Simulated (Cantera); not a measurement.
## TiCl4 + CH4 (titanium nitride, carbide and oxide coatings)

Feed: 1 mol TiCl4, 0.38 mol CH4, equilibrated at 0.420 bar.

Cantera equilibrium calculation (NASA polynomials, part measured and part estimated; ideal gas, pure solids and liquids). Candidate condensed phases: C, C6H6, C7H8, C8H18, Ti, TiC, TiCl2, TiCl3, TiCl4; 96 gas species. The tables' values for TiCl2 are old estimates; treat these amounts as uncertain. TiC: taken at fixed stoichiometry. Kinetics and transport are ignored.

From 1325 K to 1925 K the condensed part is C(graphite) + TiC(s). The main Ti-bearing gas is TiCl4 at 1325 K and TiCl3 at 1925 K.

```
T (K)  x HCl  x TiCl4  x TiCl3    x H2   x TiCl2      x Cl  n C(graphite)  n TiC(s)
-----  -----  -------  -------  ------  --------  --------  -------------  --------
1325   0.284    0.379   0.0873   0.249   1.72e-5   1.20e-6          0.284    0.0955
1425   0.343    0.322    0.126   0.210   6.87e-5   6.45e-6          0.272     0.108
1525   0.392    0.266    0.166   0.175  0.000222   2.74e-5          0.264     0.116
1625   0.432    0.216    0.204   0.147  0.000608   9.67e-5          0.261     0.119
1725   0.463    0.172    0.239   0.124   0.00144  0.000292          0.261     0.119
1825   0.487    0.136    0.267   0.106   0.00306  0.000775          0.263     0.117
1925   0.505    0.107    0.288  0.0918   0.00591   0.00185          0.266     0.114
```
x: gas mole fraction; n: condensed amount in mol.
